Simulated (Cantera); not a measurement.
Catalytic combustion on Pt

An isothermal plug-flow reactor at 875 K and 5.00 bar (inlet), inlet velocity 4.4 m/s, active area per volume 3300 1/m; feed CH4 : O2 : N2 : H2O = 0.005 : 0.12 : 0.79 : 0.012 (molar parts).

Computed with Cantera and Deutschmann's 1995 Pt surface mechanism with GRI-Mech 3.0 gas chemistry. Catalytic surfaces can have several steady states; this one follows from the mechanism file's or the stated starting coverage. Mass transfer to the wall is taken as infinitely fast.

```csv
z (m),x CH4,x O2,x H2O,x CO2,x CO,θ free Pt,θ O*,θ OH*
0.0009,0.00539,0.129,0.0130,5.65e-6,2.94e-7,0.0399,0.956,0.00368
0.0015,0.00538,0.129,0.0130,9.47e-6,4.39e-7,0.0399,0.956,0.00368
0.0025,0.00538,0.129,0.0130,1.59e-5,6.16e-7,0.0399,0.956,0.00368
0.0042,0.00537,0.129,0.0130,2.69e-5,7.95e-7,0.0399,0.956,0.00368
0.007,0.00535,0.129,0.0130,4.52e-5,9.18e-7,0.0399,0.956,0.00369
0.012,0.00531,0.129,0.0131,7.78e-5,9.66e-7,0.0399,0.956,0.00370
0.019,0.00527,0.129,0.0132,0.000123,9.66e-7,0.0399,0.956,0.00371
0.032,0.00518,0.129,0.0134,0.000207,9.51e-7,0.0399,0.956,0.00374
0.054,0.00505,0.129,0.0136,0.000345,9.26e-7,0.0400,0.956,0.00378
0.09,0.00483,0.128,0.0141,0.000564,8.86e-7,0.0400,0.956,0.00384
```
x: gas mole fraction; θ: surface coverage.
